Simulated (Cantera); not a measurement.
# Reactions in the system C-H-N-Ta

Standard-state values (1 bar) from the NASA 1993 polynomials, evaluated with Cantera. Values are per mole of reaction as written; species without (g) are pure solids or liquids, kept so even where they would boil at 1 bar. TaC: taken at fixed stoichiometry.

3 HCN(g) + 3 Ta → 2 N(g) + 3 TaC + NH₃(g)

| T (K) | ΔH° (kJ) | ΔS° (J/K) | ΔG° (kJ) | log10 K |
|---|---|---|---|---|
| 300 | 62.1 | -103.3 | 93.1 | -16.22 |
| 2648 | 106.3 | -68.6 | 287.9 | -5.68 |
| 2698 | 107.5 | -68.2 | 291.3 | -5.64 |
| 2748 | 108.6 | -67.7 | 294.7 | -5.60 |
| 2798 | 109.7 | -67.3 | 298.1 | -5.56 |
| 2848 | 110.7 | -67.0 | 301.5 | -5.53 |
